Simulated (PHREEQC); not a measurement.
A made-up water analysis in mg/kgw, 40 °C, pH 6.39, pe 8.1:

| constituent | mg/kgw |
|---|---|
| Na | 5660 |
| K | 60.8 |
| Ca | 56.2 |
| Mg | 793 |
| Cl | 10500 |
| S(6) as SO4 | 1170 |
| Alkalinity as HCO3 | 194 |
| Sr | 12.4 |

Cl is adjusted to close the charge balance.
Valence states are taken as typed.

The numbers come from PHREEQC with the ion-association model, phreeqc.dat.

### Question
The ionic strength comes out as 0.342 mol/kgw. What activity coefficients do SrHCO3+, CO3-2, KSO4-, Cl-, SO4-2 get?

### Answer
SrHCO3+ 0.71, CO3-2 0.25, KSO4- 0.71, Cl- 0.67, SO4-2 0.23.

No solid was allowed to form. Complexes and solids missing from the database can't appear. Away from 25 °C the constants follow the database's enthalpies or fits; those with neither stay at their 25 °C values.
